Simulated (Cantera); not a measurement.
Cantera run:

```python
import numpy as np
import cantera as ct

gas_names = [...]  # 50 gases of nasa_gas.yaml made of F, H, Mg, N, O
cond_names = """
    H2O(s) H2O(L) Mg(cr) Mg(L) MgF2(s) MgF2(L) MgO(s) MgO(L) MgO2H2(s)
""".split()


# ... load() reads the species with a 1 bar reference pressure and builds the phases ...
atoms = {
    'MgF2': {'Mg': 1, 'F': 2},
    'H2O': {'H': 2, 'O': 1},
    'N2': {'N': 2},
}
top_T = {}  # K; cautious upper limits of use, not melting points


# ... equilibrate(T, P, feed) seeds the gas with the atoms and calls Mixture.equilibrate('TP', solver="vcs", rtol=1e-11, max_steps=5000) ...
results = []
feed = {'MgF2': 1, 'H2O': 3.3, 'N2': 71}  # mol
for P in [0.1, 0.56, 3.2, 18, 100, 560, 3200, 18000, 100000]:
    for T in [1050, 1075, 1100, 1125, 1150, 1175, 1200, 1225, 1250, 1275, 1300, 1325, 1350]:
        mix = equilibrate(T, P, feed)
        results.append((T, P, feed, dict(zip(mix.species_names, mix.species_moles))))

for T, P, feed, n in results:
    print(f"{T:7g} {P:10.4g}  " + (" + ".join(c for c in cond_names if n.get(c, 0) > 1e-12) or "gas only"))
```

It prints:

```
   1050        0.1  MgO(s)
   1075        0.1  MgO(s)
   1100        0.1  MgO(s)
   1125        0.1  MgO(s)
   1150        0.1  MgO(s)
   1175        0.1  MgO(s)
   1200        0.1  MgO(s)
   1225        0.1  MgO(s)
   1250        0.1  MgO(s)
   1275        0.1  MgO(s)
   1300        0.1  MgO(s)
   1325        0.1  MgO(s)
   1350        0.1  MgO(s)
   1050       0.56  MgO(s)
   1075       0.56  MgO(s)
   1100       0.56  MgO(s)
   1125       0.56  MgO(s)
   1150       0.56  MgO(s)
   1175       0.56  MgO(s)
   1200       0.56  MgO(s)
   1225       0.56  MgO(s)
   1250       0.56  MgO(s)
   1275       0.56  MgO(s)
   1300       0.56  MgO(s)
   1325       0.56  MgO(s)
   1350       0.56  MgO(s)
   1050        3.2  MgO(s)
   1075        3.2  MgO(s)
   1100        3.2  MgO(s)
   1125        3.2  MgO(s)
   1150        3.2  MgO(s)
   1175        3.2  MgO(s)
   1200        3.2  MgO(s)
   1225        3.2  MgO(s)
   1250        3.2  MgO(s)
   1275        3.2  MgO(s)
   1300        3.2  MgO(s)
   1325        3.2  MgO(s)
   1350        3.2  MgO(s)
   1050         18  MgO(s)
   1075         18  MgO(s)
   1100         18  MgO(s)
   1125         18  MgO(s)
   1150         18  MgO(s)
   1175         18  MgO(s)
   1200         18  MgO(s)
   1225         18  MgO(s)
   1250         18  MgO(s)
   1275         18  MgO(s)
   1300         18  MgO(s)
   1325         18  MgO(s)
   1350         18  MgO(s)
   1050        100  MgO(s)
   1075        100  MgO(s)
   1100        100  MgO(s)
   1125        100  MgO(s)
   1150        100  MgO(s)
   1175        100  MgO(s)
   1200        100  MgO(s)
   1225        100  MgO(s)
   1250        100  MgO(s)
   1275        100  MgO(s)
   1300        100  MgO(s)
   1325        100  MgO(s)
   1350        100  MgO(s)
   1050        560  MgF2(s) + MgO(s)
   1075        560  MgF2(s) + MgO(s)
   1100        560  MgO(s)
   1125        560  MgO(s)
   1150        560  MgO(s)
   1175        560  MgO(s)
   1200        560  MgO(s)
   1225        560  MgO(s)
   1250        560  MgO(s)
   1275        560  MgO(s)
   1300        560  MgO(s)
   1325        560  MgO(s)
   1350        560  MgO(s)
   1050       3200  MgF2(s) + MgO(s)
   1075       3200  MgF2(s) + MgO(s)
   1100       3200  MgF2(s) + MgO(s)
   1125       3200  MgF2(s) + MgO(s)
   1150       3200  MgF2(s) + MgO(s)
   1175       3200  MgF2(s) + MgO(s)
   1200       3200  MgO(s)
   1225       3200  MgO(s)
   1250       3200  MgO(s)
   1275       3200  MgO(s)
   1300       3200  MgO(s)
   1325       3200  MgO(s)
   1350       3200  MgO(s)
   1050    1.8e+04  MgF2(s) + MgO(s)
   1075    1.8e+04  MgF2(s) + MgO(s)
   1100    1.8e+04  MgF2(s) + MgO(s)
   1125    1.8e+04  MgF2(s) + MgO(s)
   1150    1.8e+04  MgF2(s) + MgO(s)
   1175    1.8e+04  MgF2(s) + MgO(s)
   1200    1.8e+04  MgF2(s) + MgO(s)
   1225    1.8e+04  MgF2(s) + MgO(s)
   1250    1.8e+04  MgF2(s) + MgO(s)
   1275    1.8e+04  MgF2(s) + MgO(s)
   1300    1.8e+04  MgO(s)
   1325    1.8e+04  MgO(s)
   1350    1.8e+04  MgO(s)
   1050      1e+05  MgF2(s) + MgO(s)
   1075      1e+05  MgF2(s) + MgO(s)
   1100      1e+05  MgF2(s) + MgO(s)
   1125      1e+05  MgF2(s) + MgO(s)
   1150      1e+05  MgF2(s) + MgO(s)
   1175      1e+05  MgF2(s) + MgO(s)
   1200      1e+05  MgF2(s) + MgO(s)
   1225      1e+05  MgF2(s) + MgO(s)
   1250      1e+05  MgF2(s) + MgO(s)
   1275      1e+05  MgF2(s) + MgO(s)
   1300      1e+05  MgF2(s) + MgO(s)
   1325      1e+05  MgF2(s) + MgO(s)
   1350      1e+05  MgF2(s) + MgO(s)
```

Method: chemical equilibrium by Gibbs-energy minimisation in Cantera with the NASA 1993 tables (ideal gas, pure condensed phases). Mutual solubility and eutectic melting of coexisting phases are not modelled.
